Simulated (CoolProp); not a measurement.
Carbon dioxide along the isotherm 54.55 °C: fugacity coefficient from the reference equation and from simpler models built on Tc = 31.0 °C, pc = 7377 kPa, ω = 0.224; each cubic takes its own stable root.

Model: reference Helmholtz-energy equation of state, Span 1996, in CoolProp.

```
p (kPa)          phase  reference  van der Waals  Redlich-Kwong  Soave-Redlich-Kwong  Peng-Robinson
-------  -------------  ---------  -------------  -------------  -------------------  -------------
233                gas     0.9916         0.9922         0.9914               0.9916         0.9905
415                gas     0.9850         0.9861         0.9846               0.9851         0.9832
738                gas     0.9734         0.9753         0.9727               0.9737         0.9702
1310               gas     0.9530         0.9563         0.9518               0.9535         0.9475
2330               gas     0.9170         0.9224         0.9150               0.9179         0.9079
4150               gas     0.8540         0.8623         0.8507               0.8559         0.8396
7380     supercritical     0.7448         0.7544         0.7395               0.7491         0.7251
13100    supercritical     0.5602         0.5630         0.5550               0.5744         0.5466
23300    supercritical     0.3969         0.4235         0.4024               0.4211         0.3918
41500    supercritical     0.3133         0.3717         0.3257               0.3432         0.3082
73800    supercritical     0.3015         0.4263         0.3211               0.3403         0.2892
```
